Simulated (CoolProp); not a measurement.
A single-stage vapour-compression cycle with the fluid: evaporating at 305.15 K (dew point), condensing at 328.15 K (bubble point), superheat 0 K, subcooling 8 K, compressor efficiency 0.9, no pressure losses. The same conditions are run with several fluids, on thermodynamics alone (safety and materials aside).

Model: reference Helmholtz-energy equation of state of each fluid (R365MFC: Lemmon 2016; R123: Younglove 1994; tetrahydrofuran: Fiedler 2023; chlorine: Thol 2021; R410A: Lemmon 2003; R152A: Outcalt 1996), in CoolProp. Blends and air are pseudo-pure fits.

| fluid | cooling COP | pressure ratio | discharge temperature (K) | refrigerating effect (kJ/kg) | volumetric capacity (kJ/m³) |
|---|---|---|---|---|---|
| R365MFC | 11.5 | 2.24 | 328.1 | 171 | 774 |
| R123 | 11.5 | 2.10 | 328.2 | 153 | 1140 |
| tetrahydrofuran | 11.7 | 2.40 | 336.8 | 414 | 347 |
| chlorine | 11.1 | 1.73 | 354.1 | 227 | 6740 |
| R410A | 9.84 | 1.74 | 338.7 | 148 | 12000 |
| R152A | 11.1 | 1.82 | 335.3 | 242 | 5480 |

The compression ends wet for: R365MFC; R123.
